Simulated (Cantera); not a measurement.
What does this Cantera script print?

```python
import numpy as np
import cantera as ct

gas = ct.Solution("gri30.yaml")
gas.TPX = 400, 110000, {'CO': 1, 'H2': 0.12, 'O2': 0.757, 'N2': 5.98}
inlet = ct.Reservoir(gas, clone=True)
gas.equilibrate("HP")  # start burning
reactor = ct.IdealGasConstPressureReactor(gas, energy="on", clone=False)
exhaust = ct.Reservoir(gas, clone=True)
tau = [0.033, 0.014, 0.0059, 0.0025, 0.001, 0.00043, 0.00018, 7.6e-05, 3.2e-05, 1.3e-05][0]
for a, b in ((inlet, reactor), (reactor, exhaust)):
    ct.MassFlowController(a, b, mdot=lambda t: reactor.mass / tau)
net = ct.ReactorNet([reactor])
show = ['CO', 'H2', 'O2', 'OH', 'NO', 'CO2', 'H2O']

rows = []
print(f"{'tau/s':>10s}{'T/K':>9s}" + "".join(f"{s:>11s}" for s in show))
for tau in [0.033, 0.014, 0.0059, 0.0025, 0.001, 0.00043, 0.00018, 7.6e-05, 3.2e-05, 1.3e-05]:
    net.initial_time = 0.0
    net.advance(30 * tau)
    before = gas.X
    net.advance(40 * tau)
    drift = np.max(np.abs(gas.X - before) / (gas.X + 1e-9))
    rows.append([gas.T, *gas[show].X, drift])
    print(f"{tau:10.3e}{gas.T:9.1f}" + "".join(f"{x:11.3e}" for x in gas[show].X))
```

Output:

```
     tau/s      T/K         CO         H2         O2         OH         NO        CO2        H2O
 3.300e-02   1552.8  6.060e-03  1.971e-04  2.955e-02  6.451e-04  1.871e-05  1.305e-01  1.575e-02
 1.400e-02   1520.5  9.602e-03  3.054e-04  3.112e-02  7.598e-04  1.741e-05  1.266e-01  1.543e-02
 5.900e-03   1470.7  1.506e-02  4.521e-04  3.361e-02  8.350e-04  1.669e-05  1.207e-01  1.500e-02
 2.500e-03   1387.9  2.462e-02  6.371e-04  3.815e-02  7.884e-04  1.324e-05  1.104e-01  1.448e-02
 1.000e-03    400.0  1.273e-01  1.527e-02  9.635e-02  7.338e-28 -2.556e-22 -3.500e-17 -7.338e-18
 4.300e-04    400.0  1.273e-01  1.527e-02  9.635e-02  4.964e-28 -1.403e-24 -1.922e-19 -4.029e-20
 1.800e-04    400.0  1.273e-01  1.527e-02  9.635e-02  2.847e-28 -8.865e-26 -1.214e-20 -2.545e-21
 7.600e-05    400.0  1.273e-01  1.527e-02  9.635e-02  1.396e-28 -5.599e-27 -7.660e-22 -1.608e-22
 3.200e-05    400.0  1.273e-01  1.527e-02  9.635e-02  6.096e-29 -3.537e-28 -4.814e-23 -1.015e-23
 1.300e-05    400.0  1.273e-01  1.527e-02  9.635e-02  2.314e-29 -2.234e-29 -2.944e-24 -6.414e-25
```

Detailed kinetics in Cantera: GRI-Mech 3.0 (53 species, 325 reactions).
